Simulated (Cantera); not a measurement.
Input (Python, Cantera) and output of one run.

```python
import numpy as np
import cantera as ct

gas_names = [...]  # 47 gases of nasa_gas.yaml made of Cl, H, N, O, Si
cond_names = """
    H2O(s) H2O(L) NH4CL(a) NH4CL(b) Si(cr) Si(L) SiO2(Lqz) SiO2(hqz) SiO2(L) Si2N2O(s) Si3N4(a)
""".split()


# ... load() reads the species with a 1 bar reference pressure and builds the phases ...
atoms = {
    'SiH2Cl2': {'Si': 1, 'H': 2, 'CL': 2},
    'N2O': {'N': 2, 'O': 1},
    'N2': {'N': 2},
}
top_T = {'Si2N2O(s)': 2100, 'Si3N4(a)': 2400}  # K; cautious upper limits of use, not melting points


# ... equilibrate(T, P, feed) seeds the gas with the atoms and calls Mixture.equilibrate('TP', solver="vcs", rtol=1e-11, max_steps=5000) ...
results = []
T = 1748.15  # K
P = 41  # Pa
for m in [1, 1.6, 2.4, 3.7, 5.7, 8.7, 13, 21, 32, 49, 75, 120, 180]:
    feed = {'SiH2Cl2': 1, 'N2O': 1.2, 'N2': m}  # mol
    mix = equilibrate(T, P, feed)
    results.append((T, P, feed, dict(zip(mix.species_names, mix.species_moles))))

top = {s: max(r[3][s] / sum(r[3][g] for g in gas_names) for r in results) for s in gas_names}
cols = sorted((s for s in top if top[s] > 0.001), key=lambda s: -top[s])[:6]
seen = [c for c in cond_names if any(r[3].get(c, 0) > 1e-12 for r in results)]
print("log10 of partial pressures in bar; condensed amounts in mol")
print(f"{'n(N2)':>10s}" + "".join(f"{s[:9]:>10s}" for s in cols + seen))
for T, P, feed, n in results:
    ng = sum(n[g] for g in gas_names)
    print(f"{feed['N2']:10.4g}" + "".join(f"{np.log10(max(n[s] / ng * P / 1e5, 1e-99)):10.3f}" for s in cols)
          + "".join(f"{n.get(c, 0):10.4g}" for c in seen))
```

Output:

```
log10 of partial pressures in bar; condensed amounts in mol
     n(N2)        N2       HCL       SiO        CL        H2         H   SiO2(L)
         1    -3.750    -3.824    -4.190    -4.945    -5.263    -6.272    0.2006
       1.6    -3.694    -3.874    -4.239    -4.977    -5.299    -6.290    0.2001
       2.4    -3.642    -3.933    -4.296    -5.015    -5.341    -6.311    0.1997
       3.7    -3.588    -4.014    -4.375    -5.069    -5.398    -6.340    0.1991
       5.7    -3.539    -4.117    -4.474    -5.135    -5.470    -6.376    0.1984
       8.7    -3.499    -4.237    -4.590    -5.213    -5.554    -6.418    0.1975
        13    -3.468    -4.368    -4.716    -5.298    -5.646    -6.464    0.1962
        21    -3.441    -4.542    -4.881    -5.410    -5.770    -6.526    0.1937
        32    -3.424    -4.707    -5.037    -5.515    -5.890    -6.586    0.1901
        49    -3.412    -4.884    -5.202    -5.627    -6.021    -6.651    0.1843
        75    -3.404    -5.069    -5.370    -5.741    -6.163    -6.722    0.1749
       120    -3.398    -5.280    -5.557    -5.868    -6.330    -6.806    0.1585
       180    -3.395    -5.469    -5.717    -5.979    -6.486    -6.884    0.1371
```

Cantera equilibrium calculation (NASA polynomials, part measured and part estimated; ideal gas, pure solids and liquids). The tables' values for SiCl3 are old estimates; treat these amounts as uncertain. The tables hold silica as quartz up to 1696 K and as liquid above; real silica turns to tridymite and cristobalite and melts near 1996 K.
